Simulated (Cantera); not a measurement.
# Si + Cl2 + H2 (chlorosilane synthesis and conversion)

Feed: 1 mol Si, 2.9 mol Cl2, 0.31 mol H2, at 1523.15 K and 2.10 bar.

These are equilibrium values from Cantera (NASA tables, ideal gas, pure condensed phases), not measurements of a reactor. Candidate condensed phases: Si; 19 gas species. The tables' values for SiCl3 are old estimates; treat these amounts as uncertain. The numbers say what is thermodynamically allowed, not how fast it happens.

- x(SiCl4): 0.447
- x(HCl): 0.277
- x(Cl2): 0.252
- x(Cl): 0.0236
- x(SiCl3): 2.61e-5
- gas amount: 2.236 mol
- log10 activity of Si(s) (absent): -15.39
